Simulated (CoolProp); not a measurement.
Vapour-liquid equilibrium of propylene (1) + R134a (2) at 0.0497 MPa; x and y are mole fractions of (1).

Model: multi-fluid Helmholtz-energy mixture model, Lemmon 2013 and Tillner-Roth 1994; pair parameters Bell 2016, in CoolProp.

**Question.** Give the bubble temperature and the first vapour's composition at x = 0.5, 0.65, 0.95. Is there an azeotrope?

**Answer.** x = 0.5: 211.7 K, y = 0.786; x = 0.65: 211.1 K, y = 0.808; x = 0.95: 210.7 K, y = 0.938. y crosses x between x = 0.8 and 0.95: the model has an azeotrope there.

The pair parameters rest on a limited set of measurements; away from them the model extrapolates. With so large a gap from Raoult's law the liquid may split in two, which this calculation doesn't test in full.
